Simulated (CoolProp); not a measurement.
Values from CoolProp's reference Helmholtz-energy equation of state, Gao 2022.

### Question
Give the vapour pressure (MPa), liquid density (kg/m³), vapour density (kg/m³), enthalpy of vaporisation (kJ/kg) of saturated n-perfluorohexane at 315.2, 325.7, 336.2 K.

### Answer
```csv
T (K),p (MPa),liquid density (kg/m³),vapour density (kg/m³),enthalpy of vaporisation (kJ/kg)
315.2,0.0590,1630,7.94,88.6
325.7,0.0865,1590,11.4,85.8
336.2,0.123,1560,16.1,82.8
```
